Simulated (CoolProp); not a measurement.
Vapour-liquid equilibrium of n-pentane (1) + benzene (2) at 0.558 MPa; x and y are mole fractions of (1).

Values from CoolProp's multi-fluid Helmholtz-energy mixture model, Thol 2019 and Thol 2012; pair parameters Bell 2016.

```
x     bubble temperature (°C)  y at the bubble point  dew temperature at overall composition x (°C)  liquid density (mol/L)
----  -----------------------  ---------------------  ---------------------------------------------  ----------------------
0.05                    141.8                  0.150                                          145.9                   9.309
0.15                    132.1                  0.363                                          141.8                   9.149
0.25                    124.8                  0.506                                          137.4                   8.962
0.35                    119.2                  0.609                                          132.7                   8.761
0.45                    114.6                  0.690                                          127.7                   8.556
0.55                    110.7                  0.757                                          122.5                   8.350
0.65                    107.2                  0.816                                          116.9                   8.148
0.75                    104.2                  0.871                                          111.1                   7.952
0.85                    101.3                  0.923                                          105.3                   7.762
0.95                     98.6                  0.974                                           99.9                   7.580
```

No azeotrope shows between x = 0.05 and 0.95.

Pair parameters are fitted to limited data, so mixtures are less certain than the pure fluids.
